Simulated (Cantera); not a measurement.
Feed: 1 mol PbO, 77 mol N2, at 898.15 K and 38.0 Pa.

Cantera equilibrium calculation (NASA polynomials, part measured and part estimated; ideal gas, pure solids and liquids). Candidate condensed phases: Pb, PbO, PbO2, Pb3O4; 12 gas species. The numbers say what is thermodynamically allowed, not how fast it happens.

Base state: N2 1.000, PbO 1.82e-5 (mole fractions); condensed: PbO(yellow).

Task: What changes in the equilibrium state with this change: temperature from 898.15 K to 1523.15 K?

Result: 
```json
[
 {"species": "N2", "before": "1.000", "after": "0.982"},
 {"species": "Pb", "before": "3.84e-6", "after": "0.0103"},
 {"species": "O2", "before": "1.90e-6", "after": "0.00502"},
 {"species": "O", "before": "<1e-9", "after": "2.01e-5"},
 {"species": "NO", "before": "3.05e-8", "after": "0.000236"},
 {"species": "PbO", "before": "1.82e-5", "after": "0.00246"},
 {"species": "PbO(yellow), mol", "before": "0.998", "after": "0"}
]
```
